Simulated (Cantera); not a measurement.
**Ignition delay**

Mixture: CH₄ : O₂ : N₂ : H₂O = 1 : 2.08 : 7.83 : 0.26 (molar parts), equivalence ratio 0.96, at 3.50 bar, adiabatic and at constant volume. Ignition delay is the time to a rise of 400 K.

Model: GRI-Mech 3.0 (53 species, 325 reactions), integrated in Cantera.

```json
[
 {"T0 (K)": "1175", "delay (ms)": "19.4"},
 {"T0 (K)": "1250", "delay (ms)": "7.31"},
 {"T0 (K)": "1325", "delay (ms)": "2.94"},
 {"T0 (K)": "1400", "delay (ms)": "1.25"},
 {"T0 (K)": "1475", "delay (ms)": "0.564"}
]
```

The apparent activation energy between 1325 and 1475 K is 180 kJ/mol.
